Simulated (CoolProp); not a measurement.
Vapour-liquid equilibrium of R143a (1) + R1234yf (2) at 0.538 MPa; x and y are mole fractions of (1).

Model: multi-fluid Helmholtz-energy mixture model, Lemmon and Jacobsen 2000 and Lemmon 2022; pair parameters Bell 2016, in CoolProp.

```csv
x,bubble temperature (°C),y at the bubble point,dew temperature at overall composition x (°C),liquid density (mol/L)
0.05,15.2,0.087,15.9,9.947
0.2,10.9,0.308,13.0,10.30
0.35,7.3,0.487,10.1,10.66
0.5,4.1,0.635,7.0,11.03
0.65,1.2,0.761,3.7,11.41
0.8,-1.3,0.871,0.3,11.80
0.95,-3.7,0.969,-3.2,12.22
```

No azeotrope shows between x = 0.05 and 0.95.

Pair parameters are fitted to limited data, so mixtures are less certain than the pure fluids.
